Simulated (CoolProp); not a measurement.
Vapour-liquid equilibrium of n-hexane (1) + o-xylene (2) at 2.7 bar; x and y are mole fractions of (1).

Model: multi-fluid Helmholtz-energy mixture model, Thol 2019 and Zhou 2012; pair parameters Bell 2016, in CoolProp.

Question: Give the bubble temperature and the first vapour's composition at x = 0.275, 0.35, 0.95. Is there an azeotrope?

Answer: x = 0.275: 417.8 K, y = 0.700; x = 0.35: 410.8 K, y = 0.772; x = 0.95: 378.6 K, y = 0.991. No azeotrope shows between x = 0.05 and 0.95.

Pair parameters are fitted to limited data, so mixtures are less certain than the pure fluids.
